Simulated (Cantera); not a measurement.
What does this Cantera script print?

```python
import numpy as np
import cantera as ct

gas = ct.Solution("gri30.yaml")
gas.TPX = 1750, 2000000, {'CH3OH': 1, 'O2': 0.91, 'N2': 2.56}
reactor = ct.IdealGasReactor(gas, energy="on", clone=False)
net = ct.ReactorNet([reactor])
net.rtol, net.atol = 1e-08, 1e-16
show = ['CH3OH', 'O2', 'NO2', 'NO', 'C2H4', 'H2O']
times = np.geomspace(8e-06, 0.1, 10)

steps = ct.SolutionArray(gas, extra=["t"])
rows = []
print(f"{'t/s':>10s}{'T/K':>9s}{'P/Pa':>11s}" + "".join(f"{s:>11s}" for s in show))
for t in times:
    while net.time < t:
        t_next = net.step()
        steps.append(gas.state, t=t_next)
    rows.append([np.interp(t, steps.t, y) for y in (steps.T, steps.P, *steps(*show).X.T)])
    print(f"{t:10.3e}{rows[-1][0]:9.1f}{rows[-1][1]:11.4g}" + "".join(f"{x:11.3e}" for x in rows[-1][2:]))
rate = np.gradient(steps.T, steps.t)
print("integrator steps:", len(steps.t))
if steps.T.max() > steps.T[0] + 200:
    print(f"time of steepest temperature rise: {steps.t[rate.argmax()]:.4e} s")
gas.TPX = 1750, 2000000, {'CH3OH': 1, 'O2': 0.91, 'N2': 2.56}
gas.equilibrate("UV")
print(f"equilibrium (UV): T = {gas.T:.1f} K  " + "  ".join(f"{s} {gas[s].X[0]:.3e}" for s in show))
```

Output:

```
       t/s      T/K       P/Pa      CH3OH         O2        NO2         NO       C2H4        H2O
 8.000e-06   3340.1  4.871e+06  1.259e-11  2.466e-03  1.319e-06  3.737e-03  6.293e-16  2.434e-01
 2.282e-05   3333.0  4.862e+06  1.287e-11  2.328e-03  1.853e-06  5.387e-03  6.633e-16  2.429e-01
 6.509e-05   3332.8  4.862e+06  1.288e-11  2.323e-03  1.873e-06  5.450e-03  6.647e-16  2.429e-01
 1.857e-04   3332.8  4.862e+06  1.288e-11  2.323e-03  1.873e-06  5.450e-03  6.647e-16  2.429e-01
 5.296e-04   3332.8  4.862e+06  1.288e-11  2.323e-03  1.873e-06  5.450e-03  6.647e-16  2.429e-01
 1.511e-03   3332.8  4.862e+06  1.288e-11  2.323e-03  1.873e-06  5.450e-03  6.647e-16  2.429e-01
 4.309e-03   3332.8  4.862e+06  1.288e-11  2.323e-03  1.873e-06  5.450e-03  6.647e-16  2.429e-01
 1.229e-02   3332.8  4.862e+06  1.288e-11  2.323e-03  1.873e-06  5.450e-03  6.647e-16  2.429e-01
 3.506e-02   3332.8  4.862e+06  1.288e-11  2.323e-03  1.873e-06  5.450e-03  6.647e-16  2.429e-01
 1.000e-01   3332.8  4.862e+06  1.288e-11  2.323e-03  1.873e-06  5.450e-03  6.647e-16  2.429e-01
integrator steps: 1657
time of steepest temperature rise: 1.6305e-06 s
equilibrium (UV): T = 3332.8 K  CH3OH 1.346e-11  O2 2.323e-03  NO2 1.873e-06  NO 5.450e-03  C2H4 7.127e-16  H2O 2.429e-01
```

Detailed kinetics in Cantera: GRI-Mech 3.0 (53 species, 325 reactions). GRI-Mech 3.0 was tuned for natural gas; its chemistry of methanol as a main component is partial and can be far from experiment. The pressure lies above the range GRI-Mech 3.0 was tuned for (to about 10 atm). Above 3000 K some thermodynamic fits are extrapolated.
